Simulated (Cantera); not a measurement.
Feed: 1 mol Si, 0.014 mol H2O, 55 mol H2, equilibrated at 4.80 bar.

Cantera equilibrium calculation (NASA polynomials, part measured and part estimated; ideal gas, pure solids and liquids). Candidate condensed phases: H2O, Si, SiO2; 18 gas species. Gases not in the tables: Si2H6 and higher silanes. Kinetics and transport are ignored. All values below are at 1823 K.

Base state: H2 1.000, SiO 0.000253, H 0.000198, SiH2 3.51e-5 (mole fractions); condensed: Si(l).

Problem. What changes in the equilibrium state with this change: H2O from 0.014 to 0.64 mol?

Solution. 
```
species       before     after
----------  --------  --------
H2             1.000     0.988
SiO         0.000253    0.0113
H           0.000198  0.000197
H2O          1.39e-6   6.16e-5
SiH2         3.51e-5   3.47e-5
Si(l), mol     0.984     0.361
```
